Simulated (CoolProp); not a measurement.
Ethylene along the isotherm 305.8 K: Z from the reference equation and from simpler models built on Tc = 282.4 K, pc = 5.042 MPa, ω = 0.087; each cubic takes its own stable root.

Computed with CoolProp (reference Helmholtz-energy equation of state, Smukala 2000).

```tsv
p (MPa)	phase	reference
0.504	gas	0.9733
1.01	gas	0.9455
1.51	gas	0.9171
2.02	gas	0.8869
2.52	gas	0.8560
3.03	gas	0.8229
3.53	gas	0.7887
4.03	gas	0.7525
4.54	gas	0.7131
5.04	gas	0.6716
5.55	supercritical	0.6255
6.05	supercritical	0.5762
6.55	supercritical	0.5224
7.06	supercritical	0.4655
7.56	supercritical	0.4163
```

Task: How far does each simpler model (van der Waals, Redlich-Kwong, Soave-Redlich-Kwong, Peng-Robinson) lie from the reference over these 15 states: mean and median of the absolute difference, and the worst?

Result: 
- van der Waals: mean 1.8 %, median 0.9 %, worst -7.6 % at 305.8 K and 6.55 MPa
- Redlich-Kwong: mean 0.7 %, median 0.4 %, worst +4.3 % at 305.8 K and 7.56 MPa
- Soave-Redlich-Kwong: mean 1.5 %, median 0.2 %, worst +9.1 % at 305.8 K and 7.56 MPa
- Peng-Robinson: mean 2.3 %, median 2.3 %, worst -3.7 % at 305.8 K and 5.55 MPa
